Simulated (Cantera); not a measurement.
Feed: 1 mol Si2Cl6, 18 mol N2, 3.5 mol H2, at 1475 °C and 0.0100 bar.

Method: chemical equilibrium by Gibbs-energy minimisation in Cantera with the NASA 1993 tables (ideal gas, pure condensed phases). Candidate condensed phases: NH4Cl, Si, Si3N4; 28 gas species. The feed counts by its element totals alone. The tables' values for SiCl3, SiCl are old estimates; treat these amounts as uncertain. Rates play no part.

Base state: N2 0.735, H2 0.102, HCl 0.0801, SiCl2 0.0801, SiCl3 0.00128, H 0.000732, Cl 0.000442, SiCl 0.000166 (mole fractions); condensed: gas only.

Task: What changes in the equilibrium state with this change: temperature from 1475 °C to 1075 °C?

Result: 
```tsv
species	before	after
N2	0.735	0.733
HCl	0.0801	0.188
H2	0.102	0.0568
SiCl2	0.0801	0.00657
SiCl4	3.65e-5	0.0113
Si	5.59e-5	<1e-9
SiCl	0.000166	1.72e-8
H	0.000732	5.52e-6
Cl	0.000442	1.53e-5
Si3N4(s), mol	0	0.497
```
N2 is the only nitrogen source here; it is nearly inert below about 1500 K, so the nitride shown seldom forms there in practice. The tables' values for SiCl3 are old estimates; treat these amounts as uncertain.

Task: What changes in the equilibrium state with this change: pressure from 0.0100 bar to 1.00 bar?

Result: 
| species | before | after |
|---|---|---|
| N2 | 0.735 | 0.735 |
| HCl | 0.0801 | 0.146 |
| H2 | 0.102 | 0.0750 |
| SiCl2 | 0.0801 | 0.0277 |
| Si | 5.59e-5 | 4.27e-8 |
| SiCl4 | 3.65e-5 | 0.00571 |
| SiHCl3 | 1.03e-5 | 0.000646 |
| SiCl | 0.000166 | 2.70e-6 |
| Si3N4(s), mol | 0 | 0.325 |
The tables' values for SiCl3 are old estimates; treat these amounts as uncertain.

Task: What changes in the equilibrium state with this change: Si2Cl6 replaced by SiHCl3?

Result: 
| species | before | after |
|---|---|---|
| N2 | 0.735 | 0.765 |
| H2 | 0.102 | 0.144 |
| HCl | 0.0801 | 0.0515 |
| SiCl2 | 0.0801 | 0.0376 |
| SiCl4 | 3.65e-5 | 5.01e-6 |
| SiCl3 | 0.00128 | 0.000325 |
| SiHCl3 | 1.03e-5 | 3.09e-6 |
| Cl | 0.000442 | 0.000239 |
| Si3N4(s), mol | 0 | 0.0353 |
